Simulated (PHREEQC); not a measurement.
Synthetic water in mg/L, 25 °C, pH 3.67, pe 8.3:

```json
[
 {"constituent": "Na", "mg/L": "1680"},
 {"constituent": "K", "mg/L": "90.2"},
 {"constituent": "Ca", "mg/L": "29.6"},
 {"constituent": "Mg", "mg/L": "119"},
 {"constituent": "Cl", "mg/L": "755"},
 {"constituent": "S(6) as SO4", "mg/L": "3380"},
 {"constituent": "F", "mg/L": "3.36"},
 {"constituent": "Zn", "mg/L": "139"}
]
```

Cl is adjusted to close the charge balance.
Valence states are taken as typed.

All values are PHREEQC results (ion-association model, phreeqc.dat), not measurements.

Precipitation was switched off in this run.

Question: Predict the ionic strength, density, specific conductance.

Answer: ionic strength 0.113 mol/kgw; density 1.002 g/cm³; specific conductance 7850 µS/cm.

Question: In which forms is Mg present?

Answer: Mg+2 53 %, MgSO4 47 % of the Mg.
